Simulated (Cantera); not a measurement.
Input: 1 mol SiF₄, 17 mol NH₃, 4.6 mol N₂, at 1002 °C and 0.133 bar.

Method: chemical equilibrium by Gibbs-energy minimisation in Cantera with the NASA 1993 tables (ideal gas, pure condensed phases). Candidate condensed phases: Si, Si₃N₄; 37 gas species. The tables' values for SiF₃ are old estimates; treat these amounts as uncertain. Kinetics and transport are ignored.

Base state: H₂ 0.642, N₂ 0.330, SiF₄ 0.0241, HF 0.00236, SiHF₃ 0.000479, SiF₃ 0.000210 (mole fractions); condensed: Si₃N₄(s).

Question: What changes in the equilibrium state with this change: SiF₄ replaced by SiH₂Cl₂?

Answer: 
```json
[
 {"species": "H₂", "before": "0.642", "after": "0.639"},
 {"species": "N₂", "before": "0.330", "after": "0.311"},
 {"species": "HCl", "before": "0", "after": "0.0501"},
 {"species": "SiF₄", "before": "0.0241", "after": "0"},
 {"species": "HF", "before": "0.00236", "after": "0"},
 {"species": "SiHF₃", "before": "0.000479", "after": "0"},
 {"species": "SiF₃", "before": "0.000210", "after": "0"},
 {"species": "Si₃N₄(s), mol", "before": "0.00548", "after": "0.333"}
]
```
Further candidate phases: NH₄Cl.
